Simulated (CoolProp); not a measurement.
A simple Rankine cycle with cyclopropane: condensing at 300.15 K, boiler at 3.66 MPa, turbine inlet 378.2 K, turbine efficiency 0.6, pump efficiency 0.6, no recuperator. Each further row changes one setting.

Computed with CoolProp (reference Helmholtz-energy equation of state, Polt 1992). This equation is an older, rougher fit; its heat capacities, sound speeds and derivatives of the liquid may be far off and weren't checked against measurements.

```json
[
 {"case": "as stated", "thermal efficiency (%)": "8.6", "net work (kJ/kg)": "38.2", "heat in (kJ/kg)": "444", "turbine exit temperature (K)": "304.2", "volume ratio over the turbine": "(withheld)"},
 {"case": "turbine inlet 398.2 K", "thermal efficiency (%)": "9.1", "net work (kJ/kg)": "45.7", "heat in (kJ/kg)": "501", "turbine exit temperature (K)": "334.2", "volume ratio over the turbine": "5.06"},
 {"case": "condensing temperature 292.15 K", "thermal efficiency (%)": "9.6", "net work (kJ/kg)": "44.3", "heat in (kJ/kg)": "463", "turbine exit temperature (K)": "(withheld)", "volume ratio over the turbine": "6.56"},
 {"case": "boiler pressure 2.56 MPa", "thermal efficiency (%)": "7.5", "net work (kJ/kg)": "(withheld)", "heat in (kJ/kg)": "487", "turbine exit temperature (K)": "330.8", "volume ratio over the turbine": "3.41"},
 {"case": "turbine efficiency 0.5", "thermal efficiency (%)": "6.9", "net work (kJ/kg)": "30.6", "heat in (kJ/kg)": "444", "turbine exit temperature (K)": "308.8", "volume ratio over the turbine": "5.43"}
]
```

Fill in the missing entries.


- as stated, volume ratio over the turbine: 5.31
- condensing temperature 292.15 K, turbine exit temperature (K): 296.3
- boiler pressure 2.56 MPa, net work (kJ/kg): 36.7
